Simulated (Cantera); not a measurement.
Charge: 1 mol Al, 0.57 mol HCl, 5.2 mol N2, 0.042 mol H2O, held at 948 K and 1330 Pa.

Equilibrium computed with Cantera from the NASA thermochemical tables; the gas is ideal and each condensed phase is pure. Candidate condensed phases: Al, AlCl3, AlN, Al2O3, H2O, NH4Cl; 45 gas species. Condensed phases not in the tables: AlOCl. The numbers say what is thermodynamically allowed, not how fast it happens.

Base state: N2 0.898, H2 0.0466, HCl 0.0295, AlCl3 0.0258 (mole fractions); condensed: AlN(s) + Al2O3(s).

Problem. What changes in the equilibrium state with this change: temperature from 948 K to 1425 K?

Solution. 
| species | before | after |
|---|---|---|
| N2 | 0.898 | 0.898 |
| H2 | 0.0466 | 0.0489 |
| AlCl3 | 0.0258 | 0.0257 |
| HCl | 0.0295 | 0.0247 |
| AlCl2 | 2.46e-7 | 0.00182 |
| AlCl | <1e-9 | 0.00135 |
| H | <1e-9 | 1.31e-5 |
| AlN(s), mol | 0.834 | 0.818 |
| Al2O3(s), mol | 0.0140 | 0.0140 |
Mutual solubility and eutectic melting of coexisting phases are not modelled. The tables' values for AlCl2 are old estimates; treat these amounts as uncertain.
